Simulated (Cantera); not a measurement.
A closed system holds: 1 mol SiC, 0.87 mol C, 0.73 mol H₂, at 2100 K and 1330 Pa.

These are equilibrium values from Cantera (NASA tables, ideal gas, pure condensed phases), not measurements of a reactor. Candidate condensed phases: C, C₆H₆, C₇H₈, C₈H₁₈, Si, SiC; 87 gas species. Gases not in the tables: Si₂H₆ and higher silanes. Rates play no part.

Base state: H₂ 0.971, H 0.0266, C₂H₂ (acetylene) 0.00140, Si 0.000780, SiC₂ 5.03e-5, SiH 4.82e-5, Si₂C 3.19e-5, SiH₂ 1.38e-5 (mole fractions); condensed: C(graphite) + SiC(s).

What changes in the equilibrium state with this change: temperature from 2100 K to 2323.15 K?


```json
[
 {"species": "H₂", "before": "0.971", "after": "0.890"},
 {"species": "H", "before": "0.0266", "after": "0.0890"},
 {"species": "Si", "before": "0.000780", "after": "0.0131"},
 {"species": "Si₂", "before": "7.92e-7", "after": "4.03e-5"},
 {"species": "SiC₂", "before": "5.03e-5", "after": "0.00196"},
 {"species": "C(graphite), mol", "before": "0.869", "after": "0.873"},
 {"species": "SiC(s), mol", "before": "0.999", "after": "0.986"}
]
```

What changes in the equilibrium state with this change: pressure from 1330 Pa to 2800 Pa?


```csv
species,before,after
H₂,0.971,0.980
H,0.0266,0.0184
C₂H₂ (acetylene),0.00140,0.00142
Si,0.000780,0.000371
Si₂C,3.19e-5,1.52e-5
SiC₂,5.03e-5,2.39e-5
SiH,4.82e-5,3.34e-5
SiH₂,1.38e-5,1.39e-5
"C(graphite), mol",0.869,0.868
"SiC(s), mol",0.999,1.000
```
